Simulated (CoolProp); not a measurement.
CHF3 (R23) at several states: fugacity coefficient from the reference equation and from simpler models built on Tc = 299.3 K, pc = 4.832 MPa, ω = 0.263; each cubic takes its own stable root.

Model: reference Helmholtz-energy equation of state, Penoncello 2003, in CoolProp.

```tsv
T (K)	p (MPa)	phase	reference	van der Waals	Redlich-Kwong	Peng-Robinson
151.7	0.0101	liquid	0.5020	0.9971	0.9955	0.5091
178	0.28	liquid	0.1559	0.9431	0.3157	0.1570
371.7	0.184	gas	0.9936	0.9934	0.9932	0.9930
343.4	0.315	gas	0.9855	0.9862	0.9852	0.9843
161.5	12.4	liquid	0.001517	0.03441	0.003869	0.001558
```

At some of these states van der Waals, Redlich-Kwong gives the other phase, because its saturation line lies elsewhere.
